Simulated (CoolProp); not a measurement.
Ethylene along the isotherm -112.55 °C: Z from the reference equation and from simpler models built on Tc = 9.2 °C, pc = 50.42 bar, ω = 0.087; each cubic takes its own stable root.

The numbers come from the reference Helmholtz-energy equation of state, Smukala 2000 in CoolProp.

```
p (bar)   phase  reference
-------  ------  ---------
33.6     liquid     0.1211
67.2     liquid     0.2410
101      liquid     0.3605
134      liquid     0.4761
168      liquid     0.5943
202      liquid     0.7116
235      liquid     0.8246
269      liquid     0.9403
303      liquid      1.055
336      liquid      1.166
370      liquid      1.279
403      liquid      1.389
437      liquid      1.501
471      liquid      1.612
504      liquid      1.720
```

**Question.** How far does each simpler model (van der Waals, Soave-Redlich-Kwong, Peng-Robinson) lie from the reference over these 15 states: mean and median of the absolute difference, and the worst?

**Answer.** 
- van der Waals: mean 48.4 %, median 47.8 %, worst +51.9 % at -112.55 °C and 33.6 bar
- Soave-Redlich-Kwong: mean 3.1 %, median 3.1 %, worst +3.5 % at -112.55 °C and 33.6 bar
- Peng-Robinson: mean 8.1 %, median 8.1 %, worst -8.2 % at -112.55 °C and 101 bar
